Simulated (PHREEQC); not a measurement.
PHREEQC input (ion-association model, wateq4f.dat):

```
SOLUTION_MASTER_SPECIES
  An  An-  0  An  62.0  # stands for a non-complexing anion
SOLUTION_SPECIES
  An- = An-
    -log_k 0
    -gamma 3.0 0
PHASES
  Fix_H+
    H+ = H+
    -log_k 0
SOLUTION 1
  temp 25
  units mmol/kgw
  pH 7 charge
  Na 5
  An 5
END
SELECTED_OUTPUT 1
  -reset false
  -pH true
  -pe true
  -ionic_strength true
  -water true
  -totals Na
  -molalities Hfo_wOH Hfo_wOH2+ Hfo_wO- Hfo_sOH Hfo_sOH2+ Hfo_sO-
USER_PUNCH 1
  -headings sigma psi
  10 PUNCH EDL("sigma", "Hfo"), EDL("psi", "Hfo")
PRINT
  -reset false
USE solution 1
SURFACE 1
  Hfo_wOH 3.59551e-05 600 0.016
  Hfo_sOH 8.98876e-07
EQUILIBRIUM_PHASES 1
  Fix_H+ -4 HAn 10
    -force_equality true
  O2(g) -0.68 10
END
# ... the last block is repeated for the other 16 points of pH, with NaOH or the acid as the point needs
```

Selected output (columns that matter, 17 of 17 rows; pH added in front):

```
pH	mu	Na	m_Hfo_wOH	m_Hfo_wOH2+	m_Hfo_wO-	m_Hfo_sOH	m_Hfo_sOH2+	m_Hfo_sO-	sigma	psi
4	0.0051162	0.005	1.7495e-05	1.8072e-05	3.8798e-07	4.3737e-07	4.518e-07	9.6996e-09	0.18219	0.19379
4.5	0.0050404	0.005	2.166e-05	1.3498e-05	7.9626e-07	5.4151e-07	3.3746e-07	1.9906e-08	0.13087	0.1772
5	0.0050152	0.005	2.449e-05	1.0106e-05	1.3596e-06	6.1224e-07	2.5264e-07	3.3989e-08	0.09011	0.15821
5.5	0.0050063	0.005	2.6157e-05	7.7843e-06	2.0135e-06	6.5393e-07	1.9461e-07	5.0339e-08	0.059455	0.13703
6	0.0050029	0.005	2.7006e-05	6.2941e-06	2.6546e-06	6.7516e-07	1.5735e-07	6.6365e-08	0.037497	0.11373
6.5	0.0050015	0.005	2.7383e-05	5.3782e-06	3.1939e-06	6.8457e-07	1.3445e-07	7.9848e-08	0.022504	0.088547
7	0.0050007	0.005	2.7532e-05	4.823e-06	3.6004e-06	6.8829e-07	1.2057e-07	9.001e-08	0.012596	0.061908
7.5	0.0050003	0.005	2.7585e-05	4.4744e-06	3.8959e-06	6.8962e-07	1.1186e-07	9.7397e-08	0.0059599	0.034307
8	0.005001	0.005001	2.76e-05	4.2264e-06	4.1289e-06	6.8999e-07	1.0566e-07	1.0322e-07	0.0010047	0.0062073
8.5	0.0050036	0.0050038	2.7594e-05	4.0028e-06	4.3579e-06	6.8986e-07	1.0007e-07	1.0895e-07	-0.003659	-0.021979
9	0.0050113	0.0050117	2.7562e-05	3.7411e-06	4.6518e-06	6.8905e-07	9.3528e-08	1.163e-07	-0.0093823	-0.04985
9.5	0.0050351	0.0050359	2.7466e-05	3.3866e-06	5.1029e-06	6.8664e-07	8.4664e-08	1.2757e-07	-0.017683	-0.07696
10	0.0051097	0.0051112	2.7206e-05	2.898e-06	5.8511e-06	6.8015e-07	7.2449e-08	1.4628e-07	-0.030425	-0.10278
10.5	0.0053451	0.0053476	2.6559e-05	2.2668e-06	7.1289e-06	6.6398e-07	5.667e-08	1.7822e-07	-0.050092	-0.12666
11	0.0060927	0.0060967	2.5044e-05	1.532e-06	9.3788e-06	6.2611e-07	3.8301e-08	2.3447e-07	-0.080843	-0.14769
11.5	0.0084967	0.0085033	2.1617e-05	7.9023e-07	1.3547e-05	5.4043e-07	1.9756e-08	3.3869e-07	-0.13143	-0.16404
12	0.016418	0.016429	1.4656e-05	2.3358e-07	2.1066e-05	3.6639e-07	5.8396e-09	5.2664e-07	-0.21463	-0.17229
```

Complexes and solids missing from the database can't appear.
